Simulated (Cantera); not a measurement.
What does this Cantera script print?

```python
import numpy as np
import cantera as ct

gas = ct.Solution("gri30.yaml")
gas.TPX = 1150, 30000, {'H2': 0.68, 'O2': 1, 'N2': 6.1}
reactor = ct.IdealGasConstPressureReactor(gas, energy="off", clone=False)
net = ct.ReactorNet([reactor])
net.rtol, net.atol = 1e-08, 1e-18
show = ['H2', 'O2', 'NO', 'O', 'H']
times = np.geomspace(3e-06, 30, 14)

steps = ct.SolutionArray(gas, extra=["t"])
rows = []
print(f"{'t/s':>10s}{'T/K':>9s}{'P/Pa':>11s}" + "".join(f"{s:>11s}" for s in show))
for t in times:
    while net.time < t:
        t_next = net.step()
        steps.append(gas.state, t=t_next)
    rows.append([np.interp(t, steps.t, y) for y in (steps.T, steps.P, *steps(*show).X.T)])
    print(f"{t:10.3e}{rows[-1][0]:9.1f}{rows[-1][1]:11.4g}" + "".join(f"{x:11.3e}" for x in rows[-1][2:]))
rate = np.gradient(steps.T, steps.t)
print("integrator steps:", len(steps.t))
if steps.T.max() > steps.T[0] + 200:
    print(f"time of steepest temperature rise: {steps.t[rate.argmax()]:.4e} s")
gas.TPX = 1150, 30000, {'H2': 0.68, 'O2': 1, 'N2': 6.1}
gas.equilibrate("TP")
print(f"equilibrium (TP): T = {gas.T:.1f} K  " + "  ".join(f"{s} {gas[s].X[0]:.3e}" for s in show))
```

Output:

```
       t/s      T/K       P/Pa         H2         O2         NO          O          H
 3.000e-06   1150.0      3e+04  8.740e-02  1.285e-01  2.584e-23  1.815e-11  2.480e-10
 1.037e-05   1150.0      3e+04  8.740e-02  1.285e-01  1.078e-21  1.708e-10  9.296e-10
 3.581e-05   1150.0      3e+04  8.740e-02  1.285e-01  5.059e-20  2.033e-09  7.303e-09
 1.237e-04   1150.0      3e+04  8.740e-02  1.285e-01  3.144e-16  4.589e-07  1.560e-06
 4.275e-04   1150.0      3e+04  7.038e-03  9.030e-02  2.144e-06  7.087e-03  1.607e-02
 1.477e-03   1150.0      3e+04  3.990e-04  8.862e-02  3.141e-06  3.191e-04  1.198e-04
 5.104e-03   1150.0      3e+04  2.813e-05  8.868e-02  3.110e-06  2.023e-05  1.901e-06
 1.763e-02   1150.0      3e+04  2.242e-06  8.870e-02  3.096e-06  2.424e-06  7.554e-08
 6.093e-02   1150.0      3e+04  2.713e-07  8.870e-02  3.110e-06  4.480e-07  5.719e-09
 2.105e-01   1150.0      3e+04  5.447e-08  8.871e-02  3.128e-06  1.062e-07  6.500e-10
 7.273e-01   1150.0      3e+04  1.382e-08  8.871e-02  3.137e-06  2.863e-08  9.121e-11
 2.513e+00   1150.0      3e+04  4.370e-09  8.871e-02  3.135e-06  9.000e-09  1.677e-11
 8.683e+00   1150.0      3e+04  2.535e-09  8.871e-02  3.128e-06  4.830e-09  7.266e-12
 3.000e+01   1150.0      3e+04  2.432e-09  8.871e-02  3.127e-06  4.573e-09  6.792e-12
integrator steps: 1721
equilibrium (TP): T = 1150.0 K  H2 2.423e-09  O2 8.866e-02  NO 8.750e-05  O 4.548e-09  H 6.750e-12
```

Model: GRI-Mech 3.0 (53 species, 325 reactions), integrated in Cantera. The temperature is held fixed by assumption; the heat of reaction is taken as removed at once.
